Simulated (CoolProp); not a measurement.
Vapour-liquid equilibrium of R22 (1) + R113 (2) at 50.95 °C; x and y are mole fractions of (1).

Computed with CoolProp (multi-fluid Helmholtz-energy mixture model, Kamei 1995 and Marx 1992; pair parameters Bell 2016).

```csv
x,"bubble pressure, mixture model (MPa)","bubble pressure, Raoult's law (MPa)","y, mixture model","y, Raoult's law"
0.05,0.2045,0.2067,0.456,0.480
0.2,0.4937,0.4876,0.791,0.814
0.35,0.7807,0.7684,0.880,0.904
0.5,1.049,1.049,0.921,0.946
0.65,1.304,1.330,0.947,0.970
0.8,1.566,1.611,0.969,0.986
0.95,1.868,1.892,0.991,0.997
```

The largest gap from Raoult's law is -2.8 % in bubble pressure, at x = 0.8. No azeotrope shows between x = 0.05 and 0.95.

The pair parameters rest on a limited set of measurements; away from them the model extrapolates. The gap from Raoult's law changes sign with composition, which may be real or a fault of the pair parameters; it wasn't checked against measurements.
